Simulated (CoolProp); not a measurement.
Vapour-liquid equilibrium of propane (1) + isohexane (2) at 269.4 K; x and y are mole fractions of (1).

The numbers come from the multi-fluid Helmholtz-energy mixture model, Lemmon 2009 and Lemmon 2006; pair parameters Bell 2016 in CoolProp.

| x | bubble pressure (MPa) | y at the bubble point | dew pressure at overall composition x (MPa) | liquid density (mol/L) |
|---|---|---|---|---|
| 0.05 | 0.02854 | (withheld) | 0.007764 | 7.984 |
| 0.2 | 0.09116 | 0.931 | 0.009200 | 8.488 |
| 0.35 | 0.1526 | 0.965 | 0.01129 | 9.043 |
| 0.5 | 0.2132 | 0.979 | 0.01459 | 9.653 |
| 0.65 | (withheld) | 0.988 | 0.02063 | 10.32 |
| 0.8 | 0.3350 | 0.994 | 0.03516 | (withheld) |
| 0.95 | (withheld) | 0.999 | 0.1178 | 11.83 |

What belongs in the gaps?


- 0.05, y at the bubble point: 0.751
- 0.65, bubble pressure (MPa): 0.2736
- 0.8, liquid density (mol/L): 11.05
- 0.95, bubble pressure (MPa): 0.3996

No azeotrope shows between x = 0.05 and 0.95.

The pair parameters rest on a limited set of measurements; away from them the model extrapolates. The gap from Raoult's law changes sign with composition, which may be real or a fault of the pair parameters; it wasn't checked against measurements.
